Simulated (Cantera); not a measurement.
Feed: 1 mol HgO, 0.15 mol H2, at 502 °C and 60.0 Torr.

Cantera equilibrium calculation (NASA polynomials, part measured and part estimated; ideal gas, pure solids and liquids). Candidate condensed phases: H2O, Hg, HgO; 10 gas species. Rates play no part.

Base state: Hg 0.635, O2 0.270, H2O 0.0952 (mole fractions); condensed: gas only.

Task: What changes in the equilibrium state with this change: H2 from 0.15 to 0.24 mol?

Result: 
| species | before | after |
|---|---|---|
| Hg | 0.635 | 0.617 |
| O2 | 0.270 | 0.235 |
| H2O | 0.0952 | 0.148 |
